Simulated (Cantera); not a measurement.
A freely propagating, adiabatic, planar premixed flame of 4.42 % C3H8, 20.1 % O2, 75.5 % N2, unburnt at 600 K and 0.170 bar; mixture-averaged transport, grid criteria slope 0.08 and curve 0.16, no radiation.

Computed with Cantera and GRI-Mech 3.0 (53 species, 325 reactions). GRI-Mech 3.0 was tuned for natural gas; its chemistry of propane as a main component is partial and can be far from experiment. Burning velocities carry a grid error of a few per cent, more on coarse grids.

x: mole fraction of selected species; z is measured from the peak of heat release.

```csv
z (mm),T (K),u (m/s),x C3H8,x O2,x HCN,x NO,x OH,x NO2
-3.91,600,1.99,0.0441,0.201,<1e-8,<1e-8,<1e-8,<1e-8
-2.61,601,1.99,0.0440,0.200,<1e-8,<1e-8,<1e-8,<1e-8
-1.96,604,2.01,0.0439,0.199,<1e-8,<1e-8,5.71e-8,<1e-8
-1.30,632,2.12,0.0433,0.195,3.17e-8,8.08e-8,1.54e-6,<1e-8
-0.652,926,3.21,0.0328,0.166,6.49e-7,1.08e-6,5.02e-5,<1e-8
-0.326,[?],4.74,[?],[?],[?],[?],[?],<1e-8
0,1707,6.30,0.000506,0.0743,4.92e-6,7.33e-6,0.00293,<1e-8
0.326,1895,7.04,1.58e-6,0.0440,5.88e-6,1.38e-5,0.00666,<1e-8
0.652,1943,7.22,<1e-8,0.0301,3.71e-6,1.92e-5,0.00923,<1e-8
1.30,1966,7.27,<1e-8,0.0216,8.21e-7,2.39e-5,0.0107,<1e-8
2.61,1987,7.32,<1e-8,0.0185,4.58e-8,2.70e-5,0.0110,<1e-8
5.21,2012,7.39,<1e-8,0.0174,<1e-8,3.15e-5,0.0111,<1e-8
10.4,2049,7.50,<1e-8,0.0164,<1e-8,[?],0.0110,<1e-8
```

**Question.** Complete the blanks.

**Answer.** 
- -0.326, T (K): 1317
- -0.326, x C3H8: 0.0115
- -0.326, x O2: 0.122
- -0.326, x HCN: 2.13e-6
- -0.326, x NO: 3.06e-6
- -0.326, x OH: 0.000600
- 10.4, x NO: 4.08e-5
